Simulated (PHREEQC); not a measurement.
Consider water at 58 °C with 0.0065 mol/kgw HF and 0.0033 mol/kgw CsF. Closed to the air; pH follows from the charge balance.

Model: ion-association model, wateq4f.dat, run in PHREEQC.

```
Quantity                    Value
----------------  ---------------
pH                           3.24
ionic strength    0.00391 mol/kgw
total alkalinity     -6.50 meq/kg
```

| species | molality | activity | log γ |
|---|---|---|---|
| HF | 0.00574 | 0.00575 | 0.000 |
| F- | 0.00382 | 0.00355 | -0.032 |
| Cs+ | 0.00330 | 0.00307 | -0.031 |
| H+ | 0.000614 | 0.000575 | -0.029 |
| HF2- | 9.63e-5 | 8.95e-5 | -0.032 |
| H2F2 | 2.43e-5 | 2.44e-5 | 0.000 |

Precipitation was switched off in this run. Species that the database lacks are ignored. Away from 25 °C the constants follow the database's enthalpies or fits; those with neither stay at their 25 °C values.
